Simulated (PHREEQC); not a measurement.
Solution (20 °C): 14 mmol/kgw (CH3)4NCl. Closed to the air; pH follows from the charge balance.

Equilibrium calculation in PHREEQC: ion-association model, wateq4f.dat.

```yaml
ionic_strength: 0.0140 mol/kgw
```

```csv
species,molality,activity,log γ
Cl-,0.0140,0.0124,-0.052
(CH3)4N+,0.0140,0.0124,-0.052
H+,9.21e-8,8.32e-8,-0.044
OH-,9.21e-8,8.16e-8,-0.053
```

No solid was allowed to form. (CH3)4N+ isn't in the database: it is added as a free cation with an ion size of 4 Å.
